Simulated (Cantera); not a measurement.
Feed: 1 mol PbCl2, 210 mol N2, equilibrated at 1325 K and 2.60e-6 bar.

These are equilibrium values from Cantera (NASA tables, ideal gas, pure condensed phases), not measurements of a reactor. Candidate condensed phases: Pb, PbCl2; 9 gas species. The numbers say what is thermodynamically allowed, not how fast it happens.

Base state: N2 0.988, Cl 0.00761, Pb 0.00301, PbCl 0.00159, PbCl2 0.000103 (mole fractions); condensed: gas only.

Q: What changes in the equilibrium state with this change: pressure from 2.60e-6 bar to 0.000600 bar?

A: 
```tsv
species	before	after
N2	0.988	0.994
PbCl2	0.000103	0.00326
PbCl	0.00159	0.00132
Cl	0.00761	0.00126
PbCl4	2.02e-9	9.26e-5
Pb	0.00301	6.57e-5
```
The tables' values for PbCl4 are old estimates; treat these amounts as uncertain.

Q: What changes in the equilibrium state with this change: N2 from 210 to 110 mol?

A: 
```
species    before     after
-------  --------  --------
N2          0.988     0.978
Cl        0.00761    0.0129
Pb        0.00301   0.00446
PbCl      0.00159   0.00399
PbCl2    0.000103  0.000440
```

Q: What changes in the equilibrium state with this change: N2 from 210 to 45 mol?

A: 
| species | before | after |
|---|---|---|
| N2 | 0.988 | 0.953 |
| Cl | 0.00761 | 0.0254 |
| PbCl | 0.00159 | 0.0119 |
| PbCl2 | 0.000103 | 0.00257 |
| Pb | 0.00301 | 0.00676 |
